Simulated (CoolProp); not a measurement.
C2F6 (R116) at 294.38 K and 0.441 MPa flows at 6.7 m/s in a round tube of 25 mm bore and 15 µm roughness, fully developed (64/Re and Nu = 3.66 if laminar; Colebrook and Gnielinski if turbulent). Each further row changes one setting.

Computed with CoolProp (reference Helmholtz-energy equation of state, Lemmon 2006). It is a short technical equation, of lower accuracy than the large ones.

```json
[
 {"case": "as stated", "Reynolds number": "315000", "Darcy friction factor": "0.0187", "pressure drop (Pa/m)": "439", "heat-transfer coefficient (W/(m² K))": "360", "mass flow (kg/h)": "310"},
 {"case": "velocity 13.4 m/s", "Reynolds number": "629000", "Darcy friction factor": "0.0181", "pressure drop (Pa/m)": "1700", "heat-transfer coefficient (W/(m² K))": "697", "mass flow (kg/h)": "619"},
 {"case": "diameter 50 mm", "Reynolds number": "629000", "Darcy friction factor": "0.0160", "pressure drop (Pa/m)": "188", "heat-transfer coefficient (W/(m² K))": "307", "mass flow (kg/h)": "1240"}
]
```

Viscosity comes from a separate model (Huber 2003), an estimate that may be off by 10 % or more. Thermal conductivity comes from a separate model (Huber 2003), an estimate that may be off by 10 % or more.
